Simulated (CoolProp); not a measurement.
Vapour-liquid equilibrium of dimethyl carbonate (1) + n-decane (2) at 472.3 K; x and y are mole fractions of (1).

Values from CoolProp's multi-fluid Helmholtz-energy mixture model, Zhou 2011 and Lemmon 2006; pair parameters Bell 2016.

| x | bubble pressure (bar) | y at the bubble point | dew pressure at overall composition x (bar) | liquid density (mol/L) |
|---|---|---|---|---|
| 0.05 | 3.172 | 0.418 | 1.940 | 4.181 |
| 0.15 | 5.360 | 0.662 | 2.174 | 4.404 |
| 0.25 | 6.978 | 0.747 | 2.467 | 4.653 |
| 0.35 | 8.179 | 0.793 | 2.845 | 4.934 |
| 0.45 | 9.113 | 0.824 | 3.356 | 5.259 |
| 0.55 | 9.902 | 0.849 | 4.083 | 5.642 |
| 0.65 | 10.63 | 0.873 | 5.194 | 6.103 |
| 0.75 | 11.36 | 0.900 | 7.039 | 6.671 |
| 0.85 | 12.10 | 0.933 | 9.939 | 7.382 |
| 0.95 | 12.88 | 0.974 | 12.45 | 8.284 |

No azeotrope shows between x = 0.05 and 0.95.

The pair parameters rest on a limited set of measurements; away from them the model extrapolates. With so large a gap from Raoult's law the liquid may split in two, which this calculation doesn't test in full.
